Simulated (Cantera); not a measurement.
## Premixed flame

A freely propagating, adiabatic, planar premixed flame of CH4 : O2 : N2 : CO2 = 1 : 2.63 : 7.6 : 1.2 (molar parts), equivalence ratio 0.76, unburnt at 425 K and 100.0 Torr; mixture-averaged transport, grid criteria slope 0.08 and curve 0.16, no radiation.

Detailed kinetics in Cantera: GRI-Mech 3.0 (53 species, 325 reactions). Burning velocities carry a grid error of a few per cent, more on coarse grids.

| z (mm) | T (K) | u (m/s) | x CH4 | x O2 | x CO2 | x CH2CO | x CH2 | x C2H |
|---|---|---|---|---|---|---|---|---|
| -7.66 | 425 | 0.748 | 0.0804 | 0.211 | 0.0965 | <1e-8 | <1e-8 | <1e-8 |
| -5.10 | 425 | 0.749 | 0.0803 | 0.211 | 0.0964 | <1e-8 | <1e-8 | <1e-8 |
| -3.83 | 428 | 0.755 | 0.0800 | 0.211 | 0.0963 | <1e-8 | <1e-8 | <1e-8 |
| -2.55 | 460 | 0.815 | 0.0776 | 0.208 | 0.0960 | 4.53e-8 | <1e-8 | <1e-8 |
| -1.28 | 767 | 1.37 | 0.0583 | 0.183 | 0.0972 | 3.22e-6 | 1.73e-7 | <1e-8 |
| -0.638 | 1127 | 2.04 | 0.0337 | 0.147 | 0.102 | 1.96e-5 | 4.44e-6 | <1e-8 |
| 0 | 1481 | 2.70 | 0.00899 | 0.103 | 0.111 | 3.29e-5 | 2.10e-5 | <1e-8 |
| 0.638 | 1621 | 2.96 | 0.000844 | 0.0780 | 0.123 | 6.24e-6 | 4.74e-6 | <1e-8 |
| 1.28 | 1653 | 3.01 | 4.49e-5 | 0.0694 | 0.132 | 2.99e-7 | 2.84e-7 | <1e-8 |
| 2.55 | 1684 | 3.05 | 1.73e-7 | 0.0648 | 0.141 | <1e-8 | <1e-8 | <1e-8 |
| 5.10 | 1726 | 3.12 | <1e-8 | 0.0625 | 0.147 | <1e-8 | <1e-8 | <1e-8 |
| 10.2 | 1783 | 3.21 | <1e-8 | 0.0606 | 0.150 | <1e-8 | <1e-8 | <1e-8 |
| 20.4 | 1849 | 3.31 | <1e-8 | 0.0585 | 0.155 | <1e-8 | <1e-8 | <1e-8 |
x: mole fraction of selected species; z is measured from the peak of heat release.

```
Property                     Result
------------------------  ---------
laminar burning velocity  74.8 cm/s
thermal thickness           2.55 mm
peak x(CH2CO)               3.52e-5
peak x(CH2)                 2.10e-5
peak x(C2H)                 1.14e-8
grid points                     151
```
